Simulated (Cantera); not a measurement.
Input: 1 mol CH3SiH3, 0.12 mol C3H8, 2 mol H2, at 1023 K and 77000 Pa.

These are equilibrium values from Cantera (NASA tables, ideal gas, pure condensed phases), not measurements of a reactor. Candidate condensed phases: C, C6H6, C7H8, C8H18, Si, SiC; 87 gas species. The feed counts by its element totals alone. The numbers say what is thermodynamically allowed, not how fast it happens.

Base state: H2 0.948, CH4 0.0519 (mole fractions); condensed: C(graphite) + SiC(s).

Q: What changes in the equilibrium state with this change: temperature from 1023 K to 2098.15 K?

A: 
```csv
species,before,after
H2,0.948,0.995
H,4.59e-9,0.00350
C2H2 (acetylene),1.99e-9,0.00142
CH4,0.0519,0.000252
SiH2,<1e-9,1.39e-5
Si,<1e-9,1.32e-5
CH3,4.41e-9,1.73e-5
"C(graphite), mol",0.0895,0.343
"SiC(s), mol",1.00,1.000
```
Gases not in the tables: Si2H6 and higher silanes.

Q: What changes in the equilibrium state with this change: CH3SiH3 replaced by (CH3)2SiCl2?

A: 
```json
[
 {"species": "H2", "before": "0.948", "after": "0.812"},
 {"species": "HCl", "before": "0", "after": "0.0841"},
 {"species": "SiCl4", "before": "0", "after": "0.0603"},
 {"species": "CH4", "before": "0.0519", "after": "0.0381"},
 {"species": "SiHCl3", "before": "0", "after": "0.00493"},
 {"species": "SiCl3", "before": "0", "after": "0.000145"},
 {"species": "SiH2Cl2", "before": "0", "after": "4.46e-5"},
 {"species": "C(graphite), mol", "before": "0.0895", "after": "1.52"},
 {"species": "SiC(s), mol", "before": "1.00", "after": "0.616"}
]
```
The tables' values for SiCl3 are old estimates; treat these amounts as uncertain.
